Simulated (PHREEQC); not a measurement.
PHREEQC input (ion-association model, wateq4f.dat):

```
SOLUTION_SPECIES
  2 NO3- + 12 H+ + 10 e- = N2 + 6 H2O  # shut off: nitrate stays nitrate
    -log_k -100
    -delta_h 0
    -analytic -100
SOLUTION 1
  temp 25
  units mmol/kgw
  pH 7 charge
  Na 25.24
  B 0.48
  Br 9.4
  K 9.4
SOLUTION 2
  temp 25
  units mmol/kgw
  pH 7 charge
  B 10.5
  F 21.6
  Cu(2) 2.7
  N(5) 0.06
END
SELECTED_OUTPUT 1
  -reset false
  -pH true
  -pe true
  -ionic_strength true
  -water true
  -totals B Br Cu F K N Na Cu(1) Cu(2) N(5)
    N(3) N(0) N(-3)
  -molalities H+ H3BO3 Br- Cu+2 F- K+ NO3- Na+ H2BO3- NH3
    O2 NH4+ OH- BF(OH)3- BF2(OH)2- BF3OH- BF4- HF HF2- Cu+
    CuF+ CuOH+ Cu(OH)2 Cu(OH)3- Cu(OH)4-2 Cu2(OH)2+2 NO2- H2F2 NaF
  -equilibrium_phases Tenorite Cu2(OH)3NO3 CuF2:2H2O
PRINT
  -reset false
MIX 1
  1 1
  2 0
EQUILIBRIUM_PHASES 1
  Tenorite 0 0
  Cu2(OH)3NO3 0 0
  CuF2:2H2O 0 0
  O2(g) -0.68 10
END
# ... the last block is repeated for the other 10 points of share of solution B
```

Selected output (columns that matter, 11 of 11 rows; share of solution B added in front):

```
share of solution B	pH	mu	B	Br	Cu	F	K	N	Na	m_H+	m_H3BO3	m_Br-	m_Cu+2	Tenorite
0	12.316	0.03464	0.00048	0.0094	0	0	0.0094	0	0.02524	5.567e-13	3.3077e-07	0.0094	0	0
0.1	12.206	0.031155	0.001482	0.0084598	1.015e-06	0.0021599	0.0084598	5.9998e-06	0.022715	7.1397e-13	1.3281e-06	0.0084598	2.9969e-17	0.00026898
0.2	12.055	0.027675	0.0024839	0.0075196	9.5954e-07	0.0043197	0.0075196	1.1999e-05	0.020191	1.0041e-12	3.1771e-06	0.0075196	5.8312e-17	0.00053904
0.3	11.819	0.024198	0.0034857	0.0065794	9.1372e-07	0.0064794	0.0065794	1.7998e-05	0.017666	1.721e-12	7.762e-06	0.0065794	1.683e-16	0.00080909
0.4	11.244	0.020726	0.0044875	0.0056393	8.7735e-07	0.008639	0.0056393	2.3997e-05	0.015142	6.4159e-12	3.77e-05	0.0056393	2.294e-15	0.0010791
0.5	8.8613	0.017259	0.0054896	0.0046996	8.6778e-07	0.010799	0.0046996	2.9998e-05	0.012619	1.5379e-09	0.003692	0.0046996	1.2898e-10	0.0013491
0.6	5.3835	0.017475	0.0064918	0.0037599	0.0013337	0.01296	0.0037599	3.5999e-05	0.010096	4.6232e-06	0.0063021	0.0037599	0.0011672	0.00028627
0.7	4.3426	0.015718	0.0074938	0.0028199	0.00189	0.01512	0.0028199	4.1999e-05	0.0075718	5.0588e-05	0.0057208	0.0028199	0.0017088	0
0.8	3.9399	0.01323	0.0084958	0.00188	0.0021599	0.01728	0.00188	4.7999e-05	0.0050479	0.00012702	0.0053903	0.00188	0.0020148	0
0.9	3.5137	0.010896	0.0094978	0.00093998	0.00243	0.01944	0.00093998	5.3999e-05	0.002524	0.00033646	0.0053204	0.00093998	0.0023347	0
1	2.9952	0.0091068	0.0105	0	0.0027	0.0216	0	6e-05	0	0.0011035	0.0055807	0	0.0026516	0
```

Real BF4- forms and hydrolyses slowly; the run takes it at equilibrium. The database's constant for dissolved Cu(OH)2 is higher than later reviews accept.
